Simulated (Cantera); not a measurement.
An isothermal, constant-pressure homogeneous reactor starts with NH3 : H2 = 1 : 2.2 (molar parts), at 2000 K and 750 Torr. Integrator tolerance rtol = 1e-08.

Detailed kinetics in Cantera: the gas-phase N/H chemistry of the illustrative SiF4/NH3 mechanism in the Surface Chemkin manual (1991). Walls and surfaces, which speed up NH3 decomposition in real reactors, are not modelled.

What does this change do: temperature 2000 to 1825 K?


| quantity | before | after |
|---|---|---|
| x(NH3) at 2.00 s | 0.000426 (gas-phase equilibrium 5.70e-6) | 0.0232 (gas-phase equilibrium 7.85e-6) |
| x(H2) at 2.00 s | 0.879 (gas-phase equilibrium 0.880) | 0.866 (gas-phase equilibrium 0.881) |
| x(NH2) at 2.00 s | 2.16e-6 (gas-phase equilibrium 2.89e-8) | 2.66e-5 (gas-phase equilibrium 1.00e-8) |
| x(N2) at 2.00 s | 0.119 (gas-phase equilibrium 0.119) | 0.110 (gas-phase equilibrium 0.119) |
| x(H) at 2.00 s | 0.00153 (gas-phase equilibrium 0.00154) | 0.000366 (gas-phase equilibrium 0.000416) |
| x(N2H2) at 2.00 s | 3.97e-11 (gas-phase equilibrium <1e-12) | 9.03e-9 (gas-phase equilibrium <1e-12) |
| x(N2H4) at 2.00 s | 2.16e-12 (gas-phase equilibrium <1e-12) | 1.56e-9 (gas-phase equilibrium <1e-12) |
